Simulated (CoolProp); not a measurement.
Computed with CoolProp (reference Helmholtz-energy equation of state, Akasaka 2022).

**Question.** For R1233zd(E), give the phase and the cp (kJ/(kg K)), Joule-Thomson coefficient (K/MPa), isothermal compressibility (1/MPa), fugacity coefficient at 239.4 K and 101 kPa.

**Answer.** 
- 239.4 K and 101 kPa: liquid; cp 1.08, Joule-Thomson coefficient -0.423, isothermal compressibility 0.00120, fugacity coefficient 0.0848
